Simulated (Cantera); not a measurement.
**SiF4 + C2H2 + H2 (silicon carbide growth)**

A closed system holds: 1 mol SiF4, 1.4 mol C2H2, 1900 mol H2, at 1.33 mbar.

These are equilibrium values from Cantera (NASA tables, ideal gas, pure condensed phases), not measurements of a reactor. Candidate condensed phases: C, C6H6, C7H8, C8H18, Si, SiC; 113 gas species. The tables' values for SiF2, SiF are old estimates; treat these amounts as uncertain. The numbers say what is thermodynamically allowed, not how fast it happens.

| T (K) | x H2 | x H | x HF | x C2H2 (acetylene) | x Si | x C | n C(graphite) | n SiC(s) |
|---|---|---|---|---|---|---|---|---|
| 1450 | 0.998 | 0.000259 | 0.00205 | 4.86e-6 | 1.37e-8 | <1e-12 | 1.81 | 0.963 |
| 1550 | 0.997 | 0.000861 | 0.00207 | 1.60e-5 | 2.19e-7 | <1e-12 | 1.76 | 0.973 |
| 1650 | 0.995 | 0.00248 | 0.00207 | 4.54e-5 | 2.49e-6 | 2.42e-12 | 1.66 | 0.968 |
| 1750 | 0.991 | 0.00634 | 0.00206 | 0.000114 | 2.14e-5 | 4.82e-11 | 1.44 | 0.923 |
| 1850 | 0.983 | 0.0146 | 0.00205 | 0.000257 | 0.000146 | 6.93e-10 | 1.15 | 0.650 |
| 1950 | 0.966 | 0.0309 | 0.00204 | 0.000528 | 0.000454 | 7.56e-9 | 0.685 | 0 |
| 2050 | 0.937 | 0.0601 | 0.00202 | 0.000693 | 0.000468 | 5.45e-8 | 0 | 0 |
| 2150 | 0.888 | 0.109 | 0.00198 | 0.000677 | 0.000467 | 2.89e-7 | 0 | 0 |
| 2250 | 0.814 | 0.183 | 0.00190 | 0.000647 | 0.000455 | 1.33e-6 | 0 | 0 |
| 2350 | 0.709 | 0.288 | 0.00180 | 0.000599 | 0.000432 | 5.44e-6 | 0 | 0 |
| 2450 | 0.579 | 0.419 | 0.00166 | 0.000526 | 0.000401 | 2.00e-5 | 0 | 0 |
| 2550 | 0.434 | 0.563 | 0.00150 | 0.000414 | 0.000366 | 6.56e-5 | 0 | 0 |
x: gas mole fraction; n: condensed amount in mol.

From 1450 K to 1850 K the condensed part is C(graphite) + SiC(s). At 1950 K the condensed part is C(graphite). From 2050 K to 2550 K nothing is condensed.
